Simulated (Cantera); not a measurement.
Input: 1 mol MgCO3, 0.069 mol H2S, 0.1 mol O2, equilibrated at 673.15 K and 503 Torr.

Equilibrium computed with Cantera from the NASA thermochemical tables; the gas is ideal and each condensed phase is pure. Candidate condensed phases: C, C6H6, C7H8, C8H18, H2O, H2SO4, Mg, MgCO3, MgO, Mg(OH)2, MgS, MgSO4, S; 130 gas species. Gases not in the tables: S3 to S7. The numbers say what is thermodynamically allowed, not how fast it happens.

Base state: CO2 0.928, H2O 0.0525, H2S 0.0116, SO2 0.00466, S2 0.00226, COS 0.000598, S8 0.000138, S2O 4.71e-5 (mole fractions); condensed: MgO(s) + MgSO4(s).

What changes in the equilibrium state with this change: temperature from 673.15 K to 998 K?


| species | before | after |
|---|---|---|
| CO2 | 0.928 | 0.878 |
| H2O | 0.0525 | 0.0602 |
| SO2 | 0.00466 | 0.0586 |
| H2S | 0.0116 | 0.000407 |
| S8 | 0.000138 | <1e-9 |
| CO | 1.75e-5 | 0.00134 |
| H2 | 1.21e-5 | 0.000133 |
| COS | 0.000598 | 0.000130 |
| MgO(s), mol | 0.955 | 1.00 |
| MgSO4(s), mol | 0.0447 | 0 |
